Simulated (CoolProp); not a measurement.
The fluid at 298.15 K and 0.145 MPa is throttled through a valve to 0.0639 MPa with no heat exchange. The same conditions are run with several fluids, on thermodynamics alone (safety and materials aside).

Values from CoolProp's reference Helmholtz-energy equation of state of each fluid (c-C4F8 (RC318): Platzer 1990; C3F8 (R218): Lemmon 2006; nitrous oxide: Lemmon 2006; dry air: Lemmon 2000; oxygen: Schmidt 1985). The equations of Platzer and Polt are older, rougher fits. Blends and air are pseudo-pure fits.

```json
[
 {"fluid": "c-C4F8 (RC318)", "temperature change (K)": "(withheld)", "final density (kg/m³)": "(withheld)"},
 {"fluid": "C3F8 (R218)", "temperature change (K)": "(withheld)", "final density (kg/m³)": "(withheld)"},
 {"fluid": "nitrous oxide", "temperature change (K)": "(withheld)", "final density (kg/m³)": "(withheld)"},
 {"fluid": "dry air", "temperature change (K)": "-0.2", "final density (kg/m³)": "(withheld)"},
 {"fluid": "oxygen", "temperature change (K)": "-0.2", "final density (kg/m³)": "(withheld)"}
]
```

**Question.** What belongs in the gaps?

**Answer.** 
- c-C4F8 (RC318), temperature change (K): -1.3
- c-C4F8 (RC318), final density (kg/m³): 5.28
- C3F8 (R218), temperature change (K): -1.0
- C3F8 (R218), final density (kg/m³): 4.93
- nitrous oxide, temperature change (K): -0.9
- nitrous oxide, final density (kg/m³): 1.14
- dry air, final density (kg/m³): 0.747
- oxygen, final density (kg/m³): 0.826
